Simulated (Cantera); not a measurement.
# Counterflow diffusion flame

A counterflow diffusion flame at 760 Torr, nozzles 20 mm apart: fuel side 100 % CH4 at 423 K, oxidiser side 18.0 % O2, 82.0 % N2 at 425 K, fuel mass flux 0.87 times the oxidiser's; mixture-averaged transport, no radiation.

Computed with Cantera and GRI-Mech 3.0 (53 species, 325 reactions). GRI-Mech 3.0 has no aromatics or soot, which form on the fuel side of real flames. The maximum strain rate includes the flame's own expansion and is several times the mean.

```json
[
 {"oxidiser flux (kg/m²/s)": "0.25", "max strain (1/s)": "174", "mean strain (1/s)": "38.7", "T max (K)": "1956", "peak x OH": "0.00501", "peak x H": "0.00291", "peak x NO": "0.000150", "peak x CO": "0.0370", "peak x C2H2": "0.00786"},
 {"oxidiser flux (kg/m²/s)": "0.34", "max strain (1/s)": "232", "mean strain (1/s)": "52.6", "T max (K)": "1940", "peak x OH": "0.00492", "peak x H": "0.00300", "peak x NO": "0.000131", "peak x CO": "0.0371", "peak x C2H2": "0.00715"},
 {"oxidiser flux (kg/m²/s)": "0.46", "max strain (1/s)": "305", "mean strain (1/s)": "71.2", "T max (K)": "1926", "peak x OH": "0.00482", "peak x H": "0.00308", "peak x NO": "0.000112", "peak x CO": "0.0373", "peak x C2H2": "0.00649"},
 {"oxidiser flux (kg/m²/s)": "0.63", "max strain (1/s)": "403", "mean strain (1/s)": "97.5", "T max (K)": "1908", "peak x OH": "0.00467", "peak x H": "0.00314", "peak x NO": "9.09e-5", "peak x CO": "0.0377", "peak x C2H2": "0.00582"},
 {"oxidiser flux (kg/m²/s)": "0.85", "max strain (1/s)": "522", "mean strain (1/s)": "132", "T max (K)": "1887", "peak x OH": "0.00443", "peak x H": "0.00312", "peak x NO": "6.94e-5", "peak x CO": "0.0382", "peak x C2H2": "0.00504"},
 {"oxidiser flux (kg/m²/s)": "1.2", "max strain (1/s)": "698", "mean strain (1/s)": "186", "T max (K)": "1849", "peak x OH": "0.00396", "peak x H": "0.00293", "peak x NO": "4.29e-5", "peak x CO": "0.0389", "peak x C2H2": "0.00385"},
 {"oxidiser flux (kg/m²/s)": "1.6", "max strain (1/s)": "889", "mean strain (1/s)": "248", "T max (K)": "1784", "peak x OH": "0.00311", "peak x H": "0.00238", "peak x NO": "1.80e-5", "peak x CO": "0.0393", "peak x C2H2": "0.00227"}
]
```
x: mole fraction; the columns are a selection and need not sum to one.
